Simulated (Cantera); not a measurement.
A perfectly stirred reactor is fed with C3H8 : H2 = 1 : 4.8 (molar parts), at 0.000780 atm; it is held at 1075 K, and followed from long to short residence time.

Computed with Cantera and GRI-Mech 3.0 (53 species, 325 reactions). GRI-Mech 3.0 was tuned for natural gas; its chemistry of propane as a main component is partial and can be far from experiment. GRI-Mech 3.0 stops at C3 and has no aromatics, soot or wall deposition, so with more carbon than oxygen in the feed, carbon stays in small species such as C2H2 where larger ones or solid carbon would form. Radical loss at walls, strong at low pressure, is not modelled.

x: mole fraction; the columns are a selection and need not sum to one.

```tsv
τ (s)	x C3H8	x H2	x C2H4	x H	x CH3	x CH4	x C2H
5.9	0.0279	0.727	0.118	2.95e-5	?	0.122	8.76e-12
1.5	0.0781	0.762	0.0792	2.68e-5	?	0.0790	1.29e-12
0.41	0.139	0.804	0.0283	1.93e-5	?	0.0277	<1e-12
0.11	0.167	0.824	0.00457	9.52e-6	?	0.00436	<1e-12
0.029	0.172	0.827	0.000387	2.85e-6	?	0.000332	<1e-12
0.0076	0.172	0.828	2.82e-5	7.28e-7	?	1.91e-5	<1e-12
0.0020	0.172	0.828	1.92e-6	1.74e-7	?	1.06e-6	<1e-12
0.00053	0.172	0.828	1.11e-7	3.58e-8	?	6.67e-8	<1e-12
0.00014	0.172	0.828	4.89e-9	5.15e-9	?	4.57e-9	<1e-12
```

**Question.** What belongs in the gaps?

**Answer.** 
- 5.9, x CH3: 0.000256
- 1.5, x CH3: 0.000453
- 0.41, x CH3: 0.000502
- 0.11, x CH3: 0.000282
- 0.029, x CH3: 8.07e-5
- 0.0076, x CH3: 1.77e-5
- 0.0020, x CH3: 3.74e-6
- 0.00053, x CH3: 8.87e-7
- 0.00014, x CH3: 2.30e-7
